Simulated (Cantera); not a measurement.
Charge: 1 mol SiO₂, 2.1 mol N₂, at 1.00 bar.

Method: chemical equilibrium by Gibbs-energy minimisation in Cantera with the NASA 1993 tables (ideal gas, pure condensed phases). Candidate condensed phases: Si, SiO₂, Si₂N₂O, Si₃N₄; 16 gas species. The tables hold silica as quartz up to 1696 K and as liquid above; real silica turns to tridymite and cristobalite and melts near 1996 K. Equilibrium is a limit: real reactors are often held back by kinetics, nucleation or transport.

Q: Which condensed phases are stable at each of these points (T (K)): 1625, 1700, 1775, 1850, 1925, 2000, 2075, 2150, 2225, 2300, 2375, 2450?

A: 
| T (K) | condensed phases | Si condensed (%) |
|---|---|---|
| 1625 | SiO₂(β-quartz) | 100.0 |
| 1700 | SiO₂(condensed) | 100.0 |
| 1775 | SiO₂(condensed) | 100.0 |
| 1850 | SiO₂(condensed) | 100.0 |
| 1925 | SiO₂(condensed) | 100.0 |
| 2000 | SiO₂(l) | 100.0 |
| 2075 | SiO₂(l) | 100.0 |
| 2150 | SiO₂(l) | 100.0 |
| 2225 | SiO₂(l) | 99.9 |
| 2300 | SiO₂(l) | 99.8 |
| 2375 | SiO₂(l) | 99.6 |
| 2450 | SiO₂(l) | 99.3 |

At 1625 K the condensed part is SiO₂(β-quartz). From 1700 K to 1925 K the condensed part is SiO₂(condensed). From 2000 K to 2450 K the condensed part is SiO₂(l).
